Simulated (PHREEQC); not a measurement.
A PHREEQC input (ion-association model, phreeqc.dat):

```
SOLUTION 1
  temp 20
  units mg/L
  pH 7.38
  pe 9
  Na 13.2
  K 66.1
  Ca 6.2
  Mg 0.769
  Cl 10.3
  S(6) 61.2 as SO4
  Alkalinity 66.3
  Cd 0.0492
END
USE solution 1
EQUILIBRIUM_PHASES 1
  Quartz 0 0.5
  CO2(g) -2.5 10
END
```

The run finishes without an error or a warning.

Its last state differs from that of the intended input:

| quantity | as run | intended |
|---|---|---|
| pH | 7.38 | 7.30 |
| ionic strength (mol/kgw) | 0.00353 | 0.00341 |
| HCO3- (mol/kgw) | 0.00132 | 0.00108 |
| CaHCO3+ (mol/kgw) | 1.73e-6 | 1.42e-6 |
| CO3-2 (mol/kgw) | 1.61e-6 | 1.08e-6 |
| NaHCO3 (mol/kgw) | 3.85e-7 | 3.17e-7 |
| SI of Otavite (CdCO3) | -0.34 | -0.50 |

Question: One thing in the input isn't as intended. What explains the difference?

Answer: Several could match; the one computed here: The fault: 'as HCO3' left off the alkalinity, which is then read as CaCO3.
